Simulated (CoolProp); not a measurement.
A simple Rankine cycle with n-butane: condensing at 331.15 K, boiler at 1.69 MPa, turbine inlet 393.5 K, turbine efficiency 0.6, pump efficiency 0.7, no recuperator. Each further row changes one setting.

Model: reference Helmholtz-energy equation of state, Bücker 2006, in CoolProp.

| case | thermal efficiency (%) | net work (kJ/kg) | heat in (kJ/kg) | turbine exit temperature (K) | volume ratio over the turbine |
|---|---|---|---|---|---|
| as stated | 5.8 | 24.5 | 420 | 365.6 | (withheld) |
| turbine inlet 413.5 K | 5.8 | (withheld) | (withheld) | 387.9 | 2.98 |
| condensing temperature 323.15 K | 6.8 | 29.9 | (withheld) | 361.3 | 3.80 |
| boiler pressure 1.18 MPa | 4.0 | 17.6 | (withheld) | (withheld) | (withheld) |
| turbine efficiency 0.5 | 4.7 | 20.0 | 420 | 367.8 | 3.10 |

Task: Complete the blanks.

Result: 
- as stated, volume ratio over the turbine: 3.08
- turbine inlet 413.5 K, net work (kJ/kg): 27.2
- turbine inlet 413.5 K, heat in (kJ/kg): 471
- condensing temperature 323.15 K, heat in (kJ/kg): 441
- boiler pressure 1.18 MPa, heat in (kJ/kg): 439
- boiler pressure 1.18 MPa, turbine exit temperature (K): 377.5
- boiler pressure 1.18 MPa, volume ratio over the turbine: 2.02
